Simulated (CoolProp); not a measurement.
Saturation properties of R1224YDZ.

Values from CoolProp's reference Helmholtz-energy equation of state, Akasaka 2023.

| T (K) | p (MPa) | vapour density (kg/m³) | liquid cp (kJ/(kg K)) |
|---|---|---|---|
| 320 | 0.3011 | 18.65 | 1.199 |
| 326.9 | 0.3687 | 22.72 | 1.216 |
| 333.8 | 0.4471 | 27.46 | 1.235 |
| 340.7 | 0.5376 | 32.99 | 1.256 |
| 347.6 | 0.6411 | 39.42 | 1.278 |
| 354.6 | 0.7607 | 47.01 | 1.303 |
| 361.5 | 0.8942 | 55.71 | 1.330 |
| 368.4 | 1.044 | 65.85 | 1.361 |

It boils at 288.0 K under 1 atm.
